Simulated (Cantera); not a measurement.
# Adiabatic ignition

An adiabatic, constant-pressure homogeneous reactor starts with CO : H₂ : O₂ : N₂ = 1 : 0.21 : 1.64 : 6.15 (molar parts), equivalence ratio 0.37, at 1525 K and 100000 Pa.

Computed with Cantera and GRI-Mech 3.0 (53 species, 325 reactions).

| t (s) | T (K) | x CO | x H₂ | x O₂ | x O | x HO₂ | x NO₂ |
|---|---|---|---|---|---|---|---|
| 2.00e-6 | 1525 | 0.111 | 0.0233 | 0.182 | 1.48e-7 | 7.15e-8 | <1e-12 |
| 6.50e-6 | 1525 | 0.111 | 0.0233 | 0.182 | 1.56e-6 | 2.66e-7 | <1e-12 |
| 2.11e-5 | 1526 | 0.111 | 0.0212 | 0.180 | 0.00105 | 2.35e-5 | <1e-12 |
| 6.86e-5 | 1732 | 0.0647 | 0.00139 | 0.136 | 0.0290 | 1.64e-5 | 5.45e-9 |
| 0.000223 | 2078 | 0.0317 | 0.00123 | 0.124 | 0.0213 | 6.61e-6 | 3.81e-8 |
| 0.000724 | 2308 | 0.0174 | 0.000601 | 0.124 | 0.00888 | 3.09e-6 | 2.19e-7 |
| 0.00235 | 2417 | 0.00867 | 0.000289 | 0.123 | 0.00393 | 3.51e-6 | 8.89e-7 |
| 0.00765 | 2423 | 0.00773 | 0.000259 | 0.122 | 0.00345 | 3.63e-6 | 2.55e-6 |
| 0.0248 | 2415 | 0.00747 | 0.000252 | 0.119 | 0.00327 | 3.51e-6 | 6.25e-6 |
| 0.0807 | 2408 | 0.00724 | 0.000245 | 0.117 | 0.00311 | 3.39e-6 | 9.74e-6 |
| 0.262 | 2407 | 0.00721 | 0.000244 | 0.117 | 0.00309 | 3.38e-6 | 1.02e-5 |
| 0.852 | 2407 | 0.00721 | 0.000244 | 0.117 | 0.00309 | 3.38e-6 | 1.02e-5 |
| 2.77 | 2407 | 0.00721 | 0.000244 | 0.117 | 0.00309 | 3.38e-6 | 1.02e-5 |
| 9.00 | 2407 | 0.00721 | 0.000244 | 0.117 | 0.00309 | 3.38e-6 | 1.02e-5 |
x: mole fraction; the columns are a selection and need not sum to one.

```json
{
 "time_of_steepest_temperature_rise": "32.0 µs",
 "temperature at 9.00 s": "2407 K",
 "equilibrium_temperature": "2407 K",
 "x(CO) at 9.00 s": "0.00721 (gas-phase equilibrium 0.00721)",
 "x(H₂) at 9.00 s": "0.000244 (gas-phase equilibrium 0.000244)",
 "x(O₂) at 9.00 s": "0.117 (gas-phase equilibrium 0.117)"
}
```
